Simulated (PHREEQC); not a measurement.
## Nickel, zinc or cadmium bath (model solution)

Solution (75 °C): 0.29 mol ZnSO4 and 0.011 mol KCl per kg of water. Closed to the air; pH follows from the charge balance.

Computed with PHREEQC (ion-association model, phreeqc.dat).

No solid was allowed to form.

### Question
Predict the pH.

### Answer
pH 4.99.

### Question
In which forms is Cl present?

### Answer
Cl- 70 %, ZnCl+ 30 % of the Cl.

Constants without temperature data keep their 25 °C values here.
